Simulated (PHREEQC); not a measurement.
Buffer: speciation

Consider water at 30 °C with 0.002 mol KH2PO4, 0.00019 mol Na2HPO4 and 0.0055 mol KCl per kg of water. Closed to the air; pH follows from the charge balance.

Model: ion-association model, phreeqc.dat, run in PHREEQC.

- pH: 6.05
- ionic strength: 0.00807 mol/kgw
- specific conductance: 1120 µS/cm
- total alkalinity: 0.190 meq/kg

```
species  molality  activity   log γ
-------  --------  --------  ------
K+        0.00750   0.00681  -0.042
Cl-       0.00550   0.00500  -0.042
H2PO4-    0.00200   0.00182  -0.040
Na+      0.000380  0.000346  -0.041
HPO4-2   0.000189  0.000131  -0.161
KHPO4-    1.90e-6   1.73e-6  -0.040
H+        9.69e-7   8.91e-7  -0.036
H3PO4     2.53e-7   2.54e-7   0.001
```

No solid was allowed to form.
